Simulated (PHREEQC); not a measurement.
## Alkaline etch or developer (model solution)

Make-up at 20 °C and 10 atm: 0.1 mol/kgw KOH, 0.006 mol/kgw H3BO3 and 0.061 mol/kgw K2CO3. Closed to the air; pH follows from the charge balance.

All values are PHREEQC results (ion-association model, phreeqc.dat), not measurements.

```
Item                          Value
--------------------  -------------
pH                            12.97
ionic strength        0.283 mol/kgw
activity of water             0.993
specific conductance    28300 µS/cm
density                 1.011 g/cm³
total alkalinity         222 meq/kg
```

| species | molality | activity | log γ |
|---|---|---|---|
| K+ | 0.222 | 0.153 | -0.163 |
| OH- | 0.0941 | 0.0640 | -0.167 |
| CO3-2 | 0.0609 | 0.0170 | -0.554 |
| H2BO3- | 0.00600 | 0.00442 | -0.133 |
| HCO3- | 5.89e-5 | 4.28e-5 | -0.139 |
| H3BO3 | 8.33e-7 | 8.90e-7 | 0.028 |

No solid was allowed to form. Complexes and solids missing from the database can't appear.
